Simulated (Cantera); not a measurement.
What does this Cantera script print?

```python
import numpy as np
import cantera as ct

gas = ct.Solution("h2o2.yaml")
gas.TPX = 350, 39000, {'H2': 0.77, 'O2': 0.455, 'N2': 1.71}
flame = ct.FreeFlame(gas, width=0.077)
flame.set_refine_criteria(ratio=3, slope=0.08, curve=0.16)
flame.transport_model = "mixture-averaged"
flame.solve(loglevel=0, auto=True)
z, T = flame.grid, flame.T
thick = (T[-1] - T[0]) / np.gradient(T, z).max()
show = ['H2', 'O2', 'H2O2', 'HO2', 'H2O', 'O']
print(f"laminar burning velocity  {flame.velocity[0] * 100:.3f} cm/s")
print(f"burnt temperature         {T[-1]:.1f} K")
print(f"thermal thickness         {thick * 1e3:.4f} mm")
print(f"grid points               {len(z)}")
z0 = z[flame.heat_release_rate.argmax()]
print(f"{'z/mm':>9s}{'T/K':>9s}{'u/(m/s)':>9s}" + "".join(f"{s:>11s}" for s in show))
rows = []
for k in (-3, -2, -1.5, -1, -0.5, -0.25, 0, 0.25, 0.5, 1, 2, 4, 8):
    zz = z0 + k * thick
    rows.append([k * thick, np.interp(zz, z, T), np.interp(zz, z, flame.velocity),
                 *(np.interp(zz, z, flame.X[gas.species_index(s)]) for s in show)])
    print(f"{rows[-1][0] * 1e3:9.3f}{rows[-1][1]:9.1f}{rows[-1][2]:9.3f}" + "".join(f"{x:11.3e}" for x in rows[-1][3:]))
```

Result:

```
laminar burning velocity  238.872 cm/s
burnt temperature         2243.8 K
thermal thickness         1.2476 mm
grid points               116
     z/mm      T/K  u/(m/s)         H2         O2       H2O2        HO2        H2O          O
   -3.743    350.0    2.389  2.624e-01  1.550e-01  1.218e-14  2.108e-13  1.569e-12  5.772e-14
   -2.495    350.0    2.389  2.623e-01  1.550e-01  1.209e-12  1.992e-11  1.270e-10  3.072e-12
   -1.871    350.0    2.389  2.623e-01  1.550e-01  4.185e-11  6.769e-10  3.797e-09  6.566e-11
   -1.248    350.0    2.388  2.622e-01  1.551e-01  2.073e-09  3.279e-08  1.531e-07  1.673e-09
   -0.624    357.4    2.425  2.573e-01  1.560e-01  3.139e-06  3.774e-05  1.461e-04  5.378e-07
   -0.312    583.2    3.840  2.221e-01  1.534e-01  5.929e-05  1.806e-04  1.662e-02  1.035e-04
    0.000   1040.7    6.620  1.335e-01  1.222e-01  4.356e-06  5.689e-05  9.253e-02  3.323e-03
    0.312   1358.1    8.543  5.318e-02  6.789e-02  2.633e-06  2.575e-05  1.882e-01  1.037e-02
    0.624   1514.1    9.471  3.231e-02  4.892e-02  1.723e-06  1.606e-05  2.198e-01  1.230e-02
    1.248   1673.3   10.377  2.821e-02  4.253e-02  8.654e-07  1.122e-05  2.332e-01  1.127e-02
    2.495   1827.3   11.219  2.519e-02  3.869e-02  4.330e-07  7.937e-06  2.448e-01  8.964e-03
    4.990   1969.4   11.971  2.031e-02  3.514e-02  2.410e-07  5.323e-06  2.576e-01  6.354e-03
    9.981   2088.5   12.582  1.443e-02  3.218e-02  1.556e-07  3.457e-06  2.701e-01  3.994e-03
```

Model: the H2/O2 subset of GRI-Mech 3.0, which has no nitrogen chemistry, integrated in Cantera. Burning velocities carry a grid error of a few per cent, more on coarse grids.
